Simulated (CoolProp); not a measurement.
The fluid at 298.15 K and 2.02 MPa is throttled through a valve to 0.101 MPa with no heat exchange. The same conditions are run with several fluids, on thermodynamics alone (safety and materials aside).

Computed with CoolProp (reference Helmholtz-energy equation of state of each fluid (CH3F (R41): Lemmon 2006; ethane: Bücker 2006; ethylene: Smukala 2000; nitrous oxide: Lemmon 2006; nitrogen: Span 2000)).

| fluid | temperature change (K) | final density (kg/m³) |
|---|---|---|
| CH3F (R41) | -41.0 | 1.63 |
| ethane | ___ | ___ |
| ethylene | -22.1 | 1.24 |
| nitrous oxide | -23.5 | ___ |
| nitrogen | -4.0 | 1.16 |

Q: What belongs in the gaps?

A: 
- ethane, temperature change (K): -25.2
- ethane, final density (kg/m³): 1.35
- nitrous oxide, final density (kg/m³): 1.96
